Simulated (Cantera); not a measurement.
## Ignition delay

Mixture: CH₄ : O₂ : N₂ = 1 : 4.35 : 13.9 (molar parts), equivalence ratio 0.46, at 14.0 bar, adiabatic and at constant pressure. Ignition delay is the time to a rise of 400 K.

Model: GRI-Mech 3.0 (53 species, 325 reactions), integrated in Cantera. The pressure lies above the range GRI-Mech 3.0 was tuned for (to about 10 atm).

```csv
T0 (K),delay (ms)
1273,0.905
1373,0.311
1473,0.120
1573,0.0514
1673,0.0240
1773,0.0122
1873,0.00670
```

```yaml
apparent activation energy between 1673 and 1873 K: 170 kJ/mol
```
